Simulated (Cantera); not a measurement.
# Sublimation and decomposition of ceramics: Si3N4 + Si + N2

Input: 1 mol Si3N4, 0.016 mol Si, 0.27 mol N2, equilibrated at 2298.15 K.

Cantera equilibrium calculation (NASA polynomials, part measured and part estimated; ideal gas, pure solids and liquids). Candidate condensed phases: Si, Si3N4; 7 gas species. The tables' values for SiN are old estimates; treat these amounts as uncertain. Kinetics and transport are ignored.

| P (Pa) | x N2 | x Si | x Si2 | x Si2N | x SiN | n Si(l) | n Si3N4(s) |
|---|---|---|---|---|---|---|---|
| 1 | 0.429 | 0.570 | 6.83e-5 | 1.06e-6 | 0.000166 | 0 | 0 |
| 5.60 | 0.429 | 0.570 | 0.000381 | 1.40e-5 | 0.000392 | 0 | 0 |
| 32 | 0.430 | 0.566 | 0.00216 | 0.000189 | 0.000933 | 0 | 0 |
| 180 | 0.475 | 0.509 | 0.00980 | 0.00214 | 0.00209 | 0.444 | 0 |
| 1000 | 0.904 | 0.0917 | 0.00176 | 0.00125 | 0.00122 | 2.77 | 0 |
| 5600 | 0.982 | 0.0164 | 0.000315 | 0.000551 | 0.000539 | 2.97 | 0 |
| 32000 | 0.997 | 0.00286 | 5.51e-5 | 0.000232 | 0.000227 | 3.01 | 0 |
| 180000 | 0.999 | 0.000509 | 9.80e-6 | 9.81e-5 | 9.59e-5 | 3.01 | 0 |
| 1000000 | 1.000 | 5.67e-5 | 6.74e-7 | 1.59e-5 | 2.52e-5 | 0 | 1.01 |
x: gas mole fraction; n: condensed amount in mol.

From 0.00750 Torr to 0.240 Torr nothing is condensed. From 1.35 Torr to 1350 Torr the condensed part is Si(l). At 7500 Torr the condensed part is Si3N4(s). The main Si-bearing gas is Si throughout.
